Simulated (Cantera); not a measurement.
An isothermal, constant-pressure homogeneous reactor starts with H2 : O2 = 0.28 : 1 (molar parts), equivalence ratio 0.14, at 998 K and 1.65 Torr.

Model: GRI-Mech 3.0 (53 species, 325 reactions), integrated in Cantera. Radical loss at walls, strong at low pressure, is not modelled. The temperature is held fixed by assumption; the heat of reaction is taken as removed at once.

One state of this run: x H2 = 0.00205; x O2 = 0.742; x OH = 0.00217; x H2O2 = 6.94e-8; x H2O = 0.236; x HO2 = 2.74e-6; x H = 0.00763. x: mole fraction; the columns are a selection and need not sum to one.

Which value of t (s) does it belong to?
A. 0.389
B. 10.9
C. 0.000500
D. 100

A, 0.389
